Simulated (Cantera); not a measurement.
An isothermal, constant-pressure homogeneous reactor starts with 54.3 % CH₄, 45.7 % CO₂, at 1775 K and 100.0 Torr.

Detailed kinetics in Cantera: GRI-Mech 3.0 (53 species, 325 reactions).

One state of this run: x CH₄ = 0.0145; x CO₂ = 0.0396; x C₂H₄ = 0.000212; x H₂ = 0.351; x C₂H = 1.32e-6; x O₂ = 7.91e-10; x CO = 0.315. x: mole fraction; the columns are a selection and need not sum to one.

**Question.** Which value of t (s) does it belong to?
A) 0.189
B) 1.86
C) 0.0191
D) 0.405

**Answer.** A, 0.189
